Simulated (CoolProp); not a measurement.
Properties of R1234ze(E) at several states (Tc = 382.5 K, pc = 36.35 bar, ω = 0.313).

Model: reference Helmholtz-energy equation of state, Thol 2016, in CoolProp.

| T (K) | p (bar) | phase | density (kg/m³) | speed of sound (m/s) |
|---|---|---|---|---|
| 386 | 6.78 | gas | 25.81 | 164.5 |
| 286.6 | 1.88 | gas | 9.487 | 144.8 |
| 368.2 | 110 | liquid | 992.0 | 386.5 |
| 308.9 | 150 | liquid | 1195 | 622.3 |
| 329.3 | 2.71 | gas | 11.83 | 155.4 |
| 278.4 | 0.124 | gas | 0.6131 | 148.6 |
